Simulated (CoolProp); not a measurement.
The numbers come from the reference Helmholtz-energy equation of state, Marx 1992 in CoolProp.

For R113, give the phase and the Z, speed of sound (m/s), expansivity (1/kK) at 215.75 °C and 17700 kPa; 226.85 °C and 17700 kPa.


- 215.75 °C and 17700 kPa: supercritical; Z 0.691, speed of sound 379, expansivity 2.15
- 226.85 °C and 17700 kPa: supercritical; Z 0.692, speed of sound 362, expansivity 2.24
